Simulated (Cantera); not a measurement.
A perfectly stirred reactor is fed with 20.4 % H₂, 16.7 % O₂, 62.9 % N₂, at 8.70 bar; it is adiabatic with a 650 K inlet, and is followed from long to short residence time, starting on the burning branch (τ in s: 0.069, 0.029, 0.013, 0.0054, 0.0023, 0.001, 0.00043, 0.00018, 7.9e-05, 3.4e-05, 1.5e-05).

Model: the H2/O2 subset of GRI-Mech 3.0, which has no nitrogen chemistry, integrated in Cantera. The hydrogen kinetics of GRI-Mech 3.0 are dated; newer H2 mechanisms differ, most at raised pressure.

**Question.** Predict: blow-out, bracketed by the residence times tried; x(H₂) at τ = 69.0 ms; x(O₂) at τ = 69.0 ms; x(OH) at τ = 69.0 ms; x(H₂O₂) at τ = 69.0 ms; x(HO₂) at τ = 69.0 ms; x(H₂) at τ = 1.00 ms; x(O₂) at τ = 1.00 ms; x(OH) at τ = 1.00 ms; x(H₂O₂) at τ = 1.00 ms; x(HO₂) at τ = 1.00 ms.

**Answer.** blow-out, bracketed by the residence times tried: burning at 15.0 µs, the shortest tried
x(H₂) at τ = 69.0 ms: 0.000242
x(O₂) at τ = 69.0 ms: 0.0720
x(OH) at τ = 69.0 ms: 0.00271
x(H₂O₂) at τ = 69.0 ms: 5.26e-7
x(HO₂) at τ = 69.0 ms: 5.75e-6
x(H₂) at τ = 1.00 ms: 0.000706
x(O₂) at τ = 1.00 ms: 0.0719
x(OH) at τ = 1.00 ms: 0.00376
x(H₂O₂) at τ = 1.00 ms: 7.04e-7
x(HO₂) at τ = 1.00 ms: 9.27e-6
